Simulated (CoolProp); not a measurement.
Sulfur hexafluoride along the isotherm 2.65 °C: Z from the reference equation and from simpler models built on Tc = 45.6 °C, pc = 37.55 bar, ω = 0.210; each cubic takes its own stable root.

Values from CoolProp's reference Helmholtz-energy equation of state, Guder 2009.

```csv
p (bar),phase,reference,van der Waals,Soave-Redlich-Kwong,Peng-Robinson
18.8,liquid,0.07736,0.7198,0.08475,0.07477
37.5,liquid,0.1516,0.2306,0.1634,0.1445
56.3,liquid,0.2242,0.3320,0.2388,…
75.1,liquid,0.2953,0.4297,0.3115,0.2765
93.9,liquid,…,0.5247,0.3822,0.3397
113,liquid,0.4350,0.6191,0.4524,0.4024
131,liquid,0.4999,0.7064,0.5172,0.4605
150,liquid,0.5676,…,0.5845,…
169,liquid,0.6345,0.8869,0.6507,…
188,liquid,0.7007,0.9755,0.7160,0.6388
```

Q: Complete the blanks.

A: 
- 56.3, Peng-Robinson: 0.2116
- 93.9, reference: 0.3652
- 150, van der Waals: 0.7973
- 150, Peng-Robinson: 0.5207
- 169, Peng-Robinson: 0.5801

At some of these states van der Waals gives the other phase, because its saturation line lies elsewhere.
